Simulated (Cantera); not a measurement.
Mixture: 20.2 % CO, 7.26 % H2, 1.45 % CH4, 11.9 % O2, 59.3 % N2, at 0.540 bar, adiabatic and at constant pressure. Ignition delay is the time to a rise of 400 K.

Detailed kinetics in Cantera: GRI-Mech 3.0 (53 species, 325 reactions). Where the delays flatten at high temperature, the 400 K rule measures the pace of heat release, not the induction time.

### Question
Predict: delay at 1198 K; delay at 1248 K; delay at 1298 K; delay at 1348 K; delay at 1398 K; delay at 1448 K; delay at 1498 K.

### Answer
- delay at 1198 K: 0.230 ms
- delay at 1248 K: 0.181 ms
- delay at 1298 K: 0.148 ms
- delay at 1348 K: 0.126 ms
- delay at 1398 K: 0.110 ms
- delay at 1448 K: 99.0 µs
- delay at 1498 K: 91.8 µs
